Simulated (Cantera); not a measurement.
Feed: 1 mol CO2, 0.57 mol H2O, 9.2 mol O2, held at 1 atm.

Method: chemical equilibrium by Gibbs-energy minimisation in Cantera with the NASA 1993 tables (ideal gas, pure condensed phases). Candidate condensed phases: C, C6H6, C7H8, C8H18, H2O; 110 gas species. Kinetics and transport are ignored.

**Question.** At 1102 °C, list the 4 most abundant gas species with their mole fractions, and the condensed phases.

**Answer.** O2 0.854, CO2 0.0928, H2O 0.0529, OH 2.46e-5. Condensed: gas only.
